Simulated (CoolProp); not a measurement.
A simple Rankine cycle with p-xylene: condensing at 324.15 K, boiler at 0.213 MPa, turbine inlet 481.6 K, turbine efficiency 0.65, pump efficiency 0.8, no recuperator. Each further row changes one setting.

Computed with CoolProp (reference Helmholtz-energy equation of state, Zhou 2012).

```tsv
case	thermal efficiency (%)	net work (kJ/kg)	heat in (kJ/kg)	turbine exit temperature (K)	volume ratio over the turbine
as stated	___	___	627	429.5	___
turbine inlet 501.6 K	13.3	88.6	666	449.6	43.9
condensing temperature 316.15 K	14.4	___	641	424.7	64.3
boiler pressure 0.149 MPa	12.4	77.8	___	434.9	30.6
turbine efficiency 0.55	___	___	627	437.2	44.8
```

Task: Fill in the missing entries.

Result: 
- as stated, thermal efficiency (%): 13.5
- as stated, net work (kJ/kg): 84.5
- as stated, volume ratio over the turbine: 44.1
- condensing temperature 316.15 K, net work (kJ/kg): 92.3
- boiler pressure 0.149 MPa, heat in (kJ/kg): 629
- turbine efficiency 0.55, thermal efficiency (%): 11.4
- turbine efficiency 0.55, net work (kJ/kg): 71.5
